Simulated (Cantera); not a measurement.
A closed system holds: 1 mol CaO, 44 mol Cl2, held at 1052 °C and 83000 Pa.

Cantera equilibrium calculation (NASA polynomials, part measured and part estimated; ideal gas, pure solids and liquids). Candidate condensed phases: Ca, CaCl2, CaO; 11 gas species. Condensed phases not in the tables: oxide chlorides. Kinetics and transport are ignored.

Base state: Cl2 0.972, Cl 0.0167, O2 0.0114, CaCl2 0.000112, ClO 5.13e-5 (mole fractions); condensed: CaCl2(l).

Problem. What changes in the equilibrium state with this change: CaO replaced by SiO2?

Solution. 
```tsv
species	before	after
Cl2	0.972	0.983
Cl	0.0167	0.0168
SiCl4	0	0.000229
O2	0.0114	0.000226
CaCl2	0.000112	0
ClO	5.13e-5	7.26e-6
CaCl2(l), mol	0.995	0
SiO2(β-quartz), mol	0	0.990
```
The tables hold silica as quartz up to 1696 K and as liquid above; real silica turns to tridymite and cristobalite and melts near 1996 K. Further candidate phases: Si, SiO2.
